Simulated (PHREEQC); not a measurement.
Solution (20 °C): 0.01 mol/kgw HF, 0.024 mol/kgw NH4HF2, 4.4e-05 mol/kgw H4SiO4 and 0.021 mol/kgw HCl. It is in equilibrium with CO2 at log p = -1 (atm). Otherwise closed; pH follows from the charge balance.

All values are PHREEQC results (ion-association model, phreeqc.dat), not measurements.

```tsv
quantity	before	after
pH	2.27	2.64
ionic strength (mol/kgw)	0.0302	0.00727
HF (mol/kgw)	0.0474	0.00841
F- (mol/kgw)	0.00769	0.00295
HF2- (mol/kgw)	0.00134	9.14e-5
HCO3- (mol/kgw)	3.54e-7	7.78e-7
SI of Quartz (SiO2)	-8.75	-5.55
```

Name the change that produced these shifts.
A) diluted 2-fold with water
B) diluted 5-fold with water
C) HCl from 0.021 to 0.0105 mol/kgw
D) HF left out
E) diluted 100-fold with water

B, diluted 5-fold with water

No solid was allowed to form. SiF6-2 is the database's only silicon fluoride.
